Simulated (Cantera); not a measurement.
Input (Python, Cantera):

```python
import numpy as np
import cantera as ct

gas = ct.Solution("h2o2.yaml")
gas.TPX = 475, 500000, {'H2': 1, 'O2': 0.227, 'N2': 0.855}
flame = ct.FreeFlame(gas, width=0.013)
flame.set_refine_criteria(ratio=3, slope=0.08, curve=0.16)
flame.transport_model = "mixture-averaged"
flame.solve(loglevel=0, auto=True)
flame.transport_model = "multicomponent"
flame.soret_enabled = True
flame.solve(loglevel=0, refine_grid=True)
z, T = flame.grid, flame.T
thick = (T[-1] - T[0]) / np.gradient(T, z).max()
show = ['H2', 'O2', 'H', 'H2O', 'O', 'OH']
print(f"laminar burning velocity  {flame.velocity[0] * 100:.3f} cm/s")
print(f"burnt temperature         {T[-1]:.1f} K")
print(f"thermal thickness         {thick * 1e3:.4f} mm")
print(f"grid points               {len(z)}")
z0 = z[flame.heat_release_rate.argmax()]
print(f"{'z/mm':>9s}{'T/K':>9s}{'u/(m/s)':>9s}" + "".join(f"{s:>11s}" for s in show))
rows = []
for k in (-3, -2, -1.5, -1, -0.5, -0.25, 0, 0.25, 0.5, 1, 2, 4, 8):
    zz = z0 + k * thick
    rows.append([k * thick, np.interp(zz, z, T), np.interp(zz, z, flame.velocity),
                 *(np.interp(zz, z, flame.X[gas.species_index(s)]) for s in show)])
    print(f"{rows[-1][0] * 1e3:9.3f}{rows[-1][1]:9.1f}{rows[-1][2]:9.3f}" + "".join(f"{x:11.3e}" for x in rows[-1][3:]))
```

It prints:

```
laminar burning velocity  546.821 cm/s
burnt temperature         2143.7 K
thermal thickness         0.0518 mm
grid points               110
     z/mm      T/K  u/(m/s)         H2         O2          H        H2O          O         OH
   -0.155    475.0    5.468  4.803e-01  1.090e-01  2.759e-14  1.551e-09  5.799e-12  8.045e-14
   -0.104    475.0    5.468  4.802e-01  1.091e-01  1.470e-12  7.297e-08  3.051e-10  4.241e-12
   -0.078    475.2    5.465  4.798e-01  1.091e-01  1.517e-11  7.644e-07  3.086e-09  4.364e-11
   -0.052    477.1    5.457  4.765e-01  1.098e-01  1.094e-09  1.846e-05  6.538e-08  2.211e-09
   -0.026    558.1    6.049  4.417e-01  1.149e-01  7.095e-05  3.703e-03  1.213e-05  6.985e-05
   -0.013    882.3    9.301  4.053e-01  1.036e-01  3.657e-03  3.513e-02  2.329e-04  8.228e-04
    0.000   1278.2   13.367  3.540e-01  7.216e-02  1.842e-02  1.002e-01  1.181e-03  1.452e-03
    0.013   1551.7   16.209  3.016e-01  3.523e-02  3.611e-02  1.702e-01  1.669e-03  2.417e-03
    0.026   1697.3   17.717  2.732e-01  1.355e-02  4.458e-02  2.115e-01  1.137e-03  2.784e-03
    0.052   1822.0   18.961  2.622e-01  1.872e-03  4.312e-02  2.348e-01  4.570e-04  2.809e-03
    0.104   1920.8   19.891  2.676e-01  1.539e-04  3.279e-02  2.398e-01  2.330e-04  2.510e-03
    0.207   2003.3   20.640  2.749e-01  4.578e-05  2.192e-02  2.419e-01  1.129e-04  1.933e-03
    0.414   2063.8   21.174  2.803e-01  1.832e-05  1.347e-02  2.437e-01  4.542e-05  1.308e-03
```

Computed with Cantera and the H2/O2 subset of GRI-Mech 3.0, which has no nitrogen chemistry. The hydrogen kinetics of GRI-Mech 3.0 are dated; newer H2 mechanisms differ, most at raised pressure. Burning velocities carry a grid error of a few per cent, more on coarse grids.
